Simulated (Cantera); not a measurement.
A closed system holds: 1 mol CH3SiH3, a varied amount of C3H8, 150 mol H2, at 1573 K and 0.460 bar.

Equilibrium computed with Cantera from the NASA thermochemical tables; the gas is ideal and each condensed phase is pure. Candidate condensed phases: C, C6H6, C7H8, C8H18, Si, SiC; 87 gas species. The feed counts by its element totals alone. Rates play no part.

x: gas mole fraction; n: condensed amount in mol.

```csv
n(C3H8) (mol),x H2,x CH4,x H,x C2H2 (acetylene),x C2H4,n SiC(s),n C(graphite)
0.0077,1.000,0.000150,5.99e-5,6.50e-7,4.24e-8,1.000,0
0.044,0.999,0.000820,5.99e-5,1.95e-5,1.27e-6,1.000,0
0.081,0.999,0.000842,5.99e-5,2.06e-5,1.35e-6,1.000,…
0.12,0.999,0.000842,5.99e-5,2.06e-5,1.35e-6,1.000,…
0.15,0.999,0.000842,5.99e-5,2.06e-5,1.35e-6,1.000,…
0.19,0.999,0.000842,5.99e-5,2.06e-5,1.35e-6,1.000,…
0.23,0.999,0.000842,5.99e-5,2.06e-5,1.35e-6,1.000,…
```

**Question.** Some entries are withheld; supply them.

**Answer.** 
- 0.081, n C(graphite): 0.107
- 0.12, n C(graphite): 0.224
- 0.15, n C(graphite): 0.314
- 0.19, n C(graphite): 0.434
- 0.23, n C(graphite): 0.554
